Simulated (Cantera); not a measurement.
Input: 1 mol SiH4, 0.98 mol CO2, at 1500 °C and 0.100 bar.

Equilibrium computed with Cantera from the NASA thermochemical tables; the gas is ideal and each condensed phase is pure. Candidate condensed phases: C, C6H6, C7H8, C8H18, H2O, Si, SiC, SiO2; 123 gas species. Mutual solubility and eutectic melting of coexisting phases are not modelled. The tables hold silica as quartz up to 1696 K and as liquid above; real silica turns to tridymite and cristobalite and melts near 1996 K. Rates play no part.

Base state: H2 0.607, CO 0.244, SiO 0.148, H 0.000701, H2O 5.26e-5 (mole fractions); condensed: SiC(s) + SiO2(condensed).

Q: What changes in the equilibrium state with this change: pressure from 0.100 bar to 0.0780 bar?

A: 
| species | before | after |
|---|---|---|
| H2 | 0.607 | 0.549 |
| CO | 0.244 | 0.244 |
| SiO | 0.148 | 0.206 |
| H2O | 5.26e-5 | 4.38e-5 |
| H | 0.000701 | 0.000754 |
| SiC(s), mol | 0.177 | 0.0895 |
| SiO2(condensed), mol | 0.335 | 0.159 |

Q: What changes in the equilibrium state with this change: CO2 from 0.98 to 9 mol?

A: 
```
species                 before     after
--------------------  --------  --------
CO2                    5.69e-6     0.483
CO                       0.244     0.335
H2O                    5.26e-5     0.153
H2                       0.607    0.0286
SiO                      0.148   2.40e-6
OH                     3.77e-9   5.05e-5
H                     0.000701  0.000152
SiC(s), mol              0.177         0
SiO2(condensed), mol     0.335     1.000
```
Gases not in the tables: Si(OH)4.
